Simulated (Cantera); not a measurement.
Input (Python, Cantera) and output of one run.

```python
import numpy as np
import cantera as ct

gas_names = """
    H HO2 H2 H2O H2O2 H2S H2SO4 Mg MgH MgO MgOH MgO2H2 MgS Mg2 O OH O2 O3 S SH SO SO2 SO3 S2 S2O S8
""".split()
cond_names = """
    H2O(s) H2O(L) H2SO4(L) Mg(cr) Mg(L) MgO(s) MgO(L) MgO2H2(s) MgS(s) MgSO4(s) MgSO4(L) S(cr1) S(cr2)
    S(L)
""".split()


# ... load() reads the species with a 1 bar reference pressure and builds the phases ...
atoms = {
    'MgO': {'Mg': 1, 'O': 1},
    'SO2': {'S': 1, 'O': 2},
    'H2O': {'H': 2, 'O': 1},
    'H2S': {'H': 2, 'S': 1},
}
top_T = {'MgS(s)': 2250}  # K; cautious upper limits of use, not melting points


# ... equilibrate(T, P, feed) seeds the gas with the atoms and calls Mixture.equilibrate('TP', solver="vcs", rtol=1e-11, max_steps=5000) ...
results = []
feed = {'MgO': 1, 'SO2': 3.7, 'H2O': 2.8, 'H2S': 0.69}  # mol
P = 8600  # Pa
for T in [1273, 1323, 1373, 1423, 1473, 1523, 1573, 1623, 1673, 1723, 1773, 1823, 1873]:
    mix = equilibrate(T, P, feed)
    results.append((T, P, feed, dict(zip(mix.species_names, mix.species_moles))))

top = {s: max(r[3][s] / sum(r[3][g] for g in gas_names) for r in results) for s in gas_names}
cols = sorted((s for s in top if top[s] > 0.0001), key=lambda s: -top[s])[:7]
seen = [c for c in cond_names if any(r[3].get(c, 0) > 1e-12 for r in results)]
print("log10 of partial pressures in bar; condensed amounts in mol")
print(f"{'T/K':>10s}" + "".join(f"{s[:9]:>10s}" for s in cols + seen))
for T, P, feed, n in results:
    ng = sum(n[g] for g in gas_names)
    print(f"{T:10.4g}" + "".join(f"{np.log10(max(n[s] / ng * P / 1e5, 1e-99)):10.3f}" for s in cols)
          + "".join(f"{n.get(c, 0):10.4g}" for c in seen))
```

Output:

```
log10 of partial pressures in bar; condensed amounts in mol
       T/K       SO2       H2O        H2        S2        SO       H2S        SH    MgO(s)
      1273    -1.399    -1.409    -3.048    -2.300    -4.094    -3.075    -4.926         1
      1323    -1.398    -1.411    -2.944    -2.302    -3.906    -3.113    -4.760         1
      1373    -1.398    -1.414    -2.849    -2.306    -3.732    -3.150    -4.607         1
      1423    -1.398    -1.418    -2.762    -2.312    -3.571    -3.187    -4.467         1
      1473    -1.397    -1.422    -2.682    -2.320    -3.422    -3.224    -4.339         1
      1523    -1.397    -1.427    -2.609    -2.330    -3.283    -3.261    -4.221         1
      1573    -1.397    -1.432    -2.541    -2.343    -3.154    -3.299    -4.113         1
      1623    -1.396    -1.438    -2.479    -2.358    -3.034    -3.337    -4.013         1
      1673    -1.397    -1.444    -2.423    -2.376    -2.922    -3.377    -3.923         1
      1723    -1.397    -1.451    -2.371    -2.398    -2.817    -3.418    -3.841         1
      1773    -1.398    -1.458    -2.324    -2.423    -2.721    -3.461    -3.766         1
      1823    -1.399    -1.466    -2.282    -2.452    -2.631    -3.507    -3.700         1
      1873    -1.400    -1.474    -2.243    -2.486    -2.547    -3.554    -3.641    0.9999
```

These are equilibrium values from Cantera (NASA tables, ideal gas, pure condensed phases), not measurements of a reactor. Gases not in the tables: S3 to S7.
